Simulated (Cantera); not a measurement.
What does this Cantera script print?

```python
import numpy as np
import cantera as ct

gas = ct.Solution("SiF4_NH3_mec.yaml", "gas")
gas.TPX = 1848, 101325, {'NH3': 1, 'N2': 9.1}
reactor = ct.IdealGasConstPressureReactor(gas, energy="off", clone=False)
net = ct.ReactorNet([reactor])
net.rtol, net.atol = 1e-08, 1e-18
show = ['NH3', 'N2H2', 'NH', 'N', 'H', 'N2H4', 'NH2']
times = np.geomspace(2e-05, 5, 15)

steps = ct.SolutionArray(gas, extra=["t"])
rows = []
print(f"{'t/s':>10s}{'T/K':>9s}{'P/Pa':>11s}" + "".join(f"{s:>11s}" for s in show))
for t in times:
    while net.time < t:
        t_next = net.step()
        steps.append(gas.state, t=t_next)
    rows.append([np.interp(t, steps.t, y) for y in (steps.T, steps.P, *steps(*show).X.T)])
    print(f"{t:10.3e}{rows[-1][0]:9.1f}{rows[-1][1]:11.4g}" + "".join(f"{x:11.3e}" for x in rows[-1][2:]))
rate = np.gradient(steps.T, steps.t)
print("integrator steps:", len(steps.t))
if steps.T.max() > steps.T[0] + 200:
    print(f"time of steepest temperature rise: {steps.t[rate.argmax()]:.4e} s")
gas.TPX = 1848, 101325, {'NH3': 1, 'N2': 9.1}
gas.equilibrate("TP")
print(f"equilibrium (TP): T = {gas.T:.1f} K  " + "  ".join(f"{s} {gas[s].X[0]:.3e}" for s in show))
```

It prints:

```
       t/s      T/K       P/Pa        NH3       N2H2         NH          N          H       N2H4        NH2
 2.000e-05   1848.0  1.013e+05  9.900e-02  1.964e-10  1.763e-09  7.421e-13  1.057e-07  8.457e-11  6.948e-06
 4.860e-05   1848.0  1.013e+05  9.899e-02  1.340e-09  1.394e-08  1.325e-11  1.067e-07  5.137e-10  1.700e-05
 1.181e-04   1848.0  1.013e+05  9.897e-02  9.237e-09  1.005e-07  1.844e-10  1.147e-07  3.018e-09  4.108e-05
 2.869e-04   1848.0  1.013e+05  9.890e-02  5.815e-08  4.426e-07  9.784e-10  1.677e-07  1.606e-08  9.466e-05
 6.971e-04   1848.0  1.013e+05  9.873e-02  2.021e-07  1.013e-06  3.127e-09  3.891e-07  5.136e-08  1.692e-04
 1.694e-03   1848.0  1.013e+05  9.827e-02  2.676e-07  1.305e-06  7.970e-09  8.702e-07  6.453e-08  1.896e-04
 4.116e-03   1848.0  1.013e+05  9.718e-02  2.636e-07  1.512e-06  1.955e-08  1.864e-06  5.860e-08  1.807e-04
 1.000e-02   1848.0  1.013e+05  9.457e-02  2.517e-07  1.831e-06  4.816e-08  4.033e-06  4.903e-08  1.653e-04
 2.430e-02   1848.0  1.013e+05  8.859e-02  2.274e-07  2.165e-06  1.012e-07  8.670e-06  3.777e-08  1.451e-04
 5.904e-02   1848.0  1.013e+05  7.590e-02  1.833e-07  2.319e-06  1.609e-07  1.854e-05  2.634e-08  1.211e-04
 1.435e-01   1848.0  1.013e+05  5.336e-02  1.154e-07  2.142e-06  1.966e-07  3.860e-05  1.460e-08  9.019e-05
 3.486e-01   1848.0  1.013e+05  2.529e-02  4.393e-08  1.579e-06  1.928e-07  7.460e-05  4.719e-09  5.128e-05
 8.469e-01   1848.0  1.013e+05  6.527e-03  6.992e-09  7.890e-07  1.376e-07  1.279e-04  5.877e-10  1.810e-05
 2.058e+00   1848.0  1.013e+05  1.166e-03  4.702e-10  2.430e-07  5.609e-08  1.765e-04  3.194e-11  4.221e-06
 5.000e+00   1848.0  1.013e+05  2.824e-04  3.418e-11  6.857e-08  1.712e-08  1.920e-04  2.176e-12  1.102e-06
integrator steps: 1465
equilibrium (TP): T = 1848.0 K  NH3 1.229e-06  N2H2 1.254e-13  NH 3.060e-10  N 7.735e-11  H 1.948e-04  N2H4 4.233e-17  NH2 4.855e-09
```

Computed with Cantera and the gas-phase N/H chemistry of the illustrative SiF4/NH3 mechanism in the Surface Chemkin manual (1991). Walls and surfaces, which speed up NH3 decomposition in real reactors, are not modelled.
